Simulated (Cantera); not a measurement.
An isothermal, constant-pressure homogeneous reactor starts with H₂ : O₂ : N₂ = 1.1 : 1 : 2.3 (molar parts), equivalence ratio 0.55, at 875 K and 0.553 atm.

Model: the H2/O2 subset of GRI-Mech 3.0, which has no nitrogen chemistry, integrated in Cantera. Below about 950 K walls govern HO2 and H2O2 in real vessels. The temperature is held fixed by assumption; the heat of reaction is taken as removed at once.

x: mole fraction; the columns are a selection and need not sum to one.

```json
[
 {"t (s)": "1.00e-6", "x H₂": "0.250", "x O₂": "0.227", "x OH": "<1e-12", "x HO₂": "<1e-12", "x H": "<1e-12", "x H₂O": "<1e-12"},
 {"t (s)": "3.42e-6", "x H₂": "0.250", "x O₂": "0.227", "x OH": "<1e-12", "x HO₂": "1.79e-12", "x H": "1.38e-12", "x H₂O": "<1e-12"},
 {"t (s)": "1.17e-5", "x H₂": "0.250", "x O₂": "0.227", "x OH": "<1e-12", "x HO₂": "7.47e-12", "x H": "3.87e-12", "x H₂O": "<1e-12"},
 {"t (s)": "4.00e-5", "x H₂": "0.250", "x O₂": "0.227", "x OH": "<1e-12", "x HO₂": "3.68e-11", "x H": "9.34e-12", "x H₂O": "1.04e-11"},
 {"t (s)": "0.000137", "x H₂": "0.250", "x O₂": "0.227", "x OH": "<1e-12", "x HO₂": "1.88e-10", "x H": "1.53e-11", "x H₂O": "7.93e-11"},
 {"t (s)": "0.000468", "x H₂": "0.250", "x O₂": "0.227", "x OH": "<1e-12", "x HO₂": "7.88e-10", "x H": "1.66e-11", "x H₂O": "3.74e-10"},
 {"t (s)": "0.00160", "x H₂": "0.250", "x O₂": "0.227", "x OH": "<1e-12", "x HO₂": "2.91e-9", "x H": "1.80e-11", "x H₂O": "1.45e-9"},
 {"t (s)": "0.00548", "x H₂": "0.250", "x O₂": "0.227", "x OH": "<1e-12", "x HO₂": "1.09e-8", "x H": "2.34e-11", "x H₂O": "5.83e-9"},
 {"t (s)": "0.0187", "x H₂": "0.250", "x O₂": "0.227", "x OH": "1.75e-12", "x HO₂": "4.90e-8", "x H": "5.03e-11", "x H₂O": "3.19e-8"},
 {"t (s)": "0.0641", "x H₂": "0.250", "x O₂": "0.227", "x OH": "1.46e-11", "x HO₂": "5.10e-7", "x H": "4.00e-10", "x H₂O": "4.88e-7"},
 {"t (s)": "0.219", "x H₂": "0.250", "x O₂": "0.227", "x OH": "5.79e-10", "x HO₂": "8.00e-6", "x H": "(withheld)", "x H₂O": "5.26e-5"},
 {"t (s)": "0.750", "x H₂": "0.243", "x O₂": "0.224", "x OH": "1.78e-8", "x HO₂": "3.57e-5", "x H": "(withheld)", "x H₂O": "0.00714"},
 {"t (s)": "2.56", "x H₂": "0.194", "x O₂": "0.202", "x OH": "1.85e-8", "x HO₂": "3.51e-5", "x H": "(withheld)", "x H₂O": "0.0628"},
 {"t (s)": "8.77", "x H₂": "0.0906", "x O₂": "0.156", "x OH": "2.12e-8", "x HO₂": "2.82e-5", "x H": "(withheld)", "x H₂O": "0.182"},
 {"t (s)": "30.0", "x H₂": "0.00182", "x O₂": "0.118", "x OH": "2.27e-8", "x HO₂": "4.42e-6", "x H": "(withheld)", "x H₂O": "0.284"}
]
```

### Question
Complete the blanks.

### Answer

- 0.219, x H: 1.21e-8
- 0.750, x H: 2.28e-7
- 2.56, x H: 1.47e-7
- 8.77, x H: 6.67e-8
- 30.0, x H: 1.56e-9
